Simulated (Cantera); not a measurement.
Input: 1 mol Si2H6, 0.34 mol NO, 18 mol H2, equilibrated at 1.00 bar.

Method: chemical equilibrium by Gibbs-energy minimisation in Cantera with the NASA 1993 tables (ideal gas, pure condensed phases). Candidate condensed phases: H2O, Si, SiO2, Si2N2O, Si3N4; 35 gas species. The feed counts by its element totals alone. Mutual solubility and eutectic melting of coexisting phases are not modelled. The tables hold silica as quartz up to 1696 K and as liquid above; real silica turns to tridymite and cristobalite and melts near 1996 K. Gases not in the tables: Si2H6 and higher silanes. Rates play no part.

x: gas mole fraction; n: condensed amount in mol.

```tsv
T (K)	x H2	x SiO	x N2	x H	x SiH2	x Si	x SiH	n Si(s)	n SiO2(β-quartz)	n Si2N2O(s)	n Si(l)
1400	1.000	7.33e-5	4.98e-9	4.86e-6	3.77e-7	8.23e-10	4.11e-9	1.57	0.0842	0.170	0
1450	1.000	0.000202	2.09e-8	9.46e-6	7.69e-7	3.08e-9	1.22e-8	1.57	0.0829	0.170	0
1500	0.999	0.000518	7.92e-8	1.76e-5	1.50e-6	1.05e-8	3.38e-8	1.57	0.0795	0.170	0
1550	0.999	0.00125	2.75e-7	3.15e-5	2.79e-6	3.32e-8	8.72e-8	1.56	0.0718	0.170	0
1600	0.997	0.00285	8.85e-7	5.43e-5	4.99e-6	9.75e-8	2.12e-7	1.55	0.0549	0.170	0
1650	0.994	0.00616	2.64e-6	9.06e-5	8.60e-6	2.68e-7	4.88e-7	1.51	0.0198	0.170	0
1700	0.992	0.00803	[?]	[?]	[?]	[?]	[?]	0	0	0.170	1.49
1750	0.992	0.00809	6.85e-5	0.000232	2.07e-5	1.50e-6	1.98e-6	0	0	0.169	1.49
1800	0.991	0.00836	0.000345	0.000356	2.97e-5	3.18e-6	3.61e-6	0	0	0.163	1.50
1850	0.988	0.00945	0.00145	0.000536	4.17e-5	6.45e-6	6.36e-6	0	0	0.139	1.52
1900	0.982	[?]	[?]	[?]	[?]	[?]	[?]	0	0	[?]	1.59
1950	0.975	0.0158	0.00790	0.00113	7.73e-5	2.38e-5	1.80e-5	0	0	0	1.66
```

**Question.** Complete the blanks.

**Answer.** 
- 1900, x SiO: 0.0127
- 1900, x N2: 0.00474
- 1900, x H: 0.000786
- 1900, x SiH2: 5.72e-5
- 1900, x Si: 1.26e-5
- 1900, x SiH: 1.08e-5
- 1900, n Si2N2O(s): 0.0687
- 1700, x N2: 1.20e-5
- 1700, x H: 0.000147
- 1700, x SiH2: 1.41e-5
- 1700, x Si: 6.79e-7
- 1700, x SiH: 1.05e-6
